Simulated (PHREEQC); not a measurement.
Solution (25 °C): 0.0021 mol CuSO4, 0.015 mol MgSO4 and 0.00014 mol NaCl per kg of water. Closed to the air; pH follows from the charge balance.

All values are PHREEQC results (ion-association model, wateq4f.dat), not measurements.

**Question.** The ionic strength comes out as 0.0431 mol/kgw. What activity coefficients do NaSO4-, Cu+2, Mg+2, CuOH+, Cu2(OH)2+2 get?

**Answer.** NaSO4- 0.84, Cu+2 0.50, Mg+2 0.50, CuOH+ 0.83, Cu2(OH)2+2 0.47.

This is a speciation only: nothing precipitates in the calculation. Saturation is exceeded, for instance for Brochantite, Antlerite; the values hold only as long as no solid forms.
